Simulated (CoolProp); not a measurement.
Saturation properties of normal hydrogen (Tc = 33.1 K, pc = 1.296 MPa, ω = -0.219).

Values from CoolProp's reference Helmholtz-energy equation of state, Leachman 2009.

| T (K) | p (MPa) | liquid density (kg/m³) | liquid cp (kJ/(kg K)) |
|---|---|---|---|
| 22.2 | 0.1675 | 68.64 | 10.91 |
| 23.3 | 0.2196 | 67.18 | 11.73 |
| 24.5 | 0.2883 | 65.46 | 12.79 |
| 25.6 | 0.3635 | 63.74 | 13.98 |
| 26.7 | 0.4515 | 61.86 | 15.50 |
| 27.9 | 0.5635 | 59.55 | 17.75 |
| 29 | 0.6821 | 57.12 | 20.81 |
| 30.1 | 0.8174 | 54.25 | 25.89 |
| 31.3 | 0.9860 | 50.26 | 38.08 |
| 32.4 | 1.162 | 44.66 | 85.59 |

It boils at 20.4 K under 1 atm.
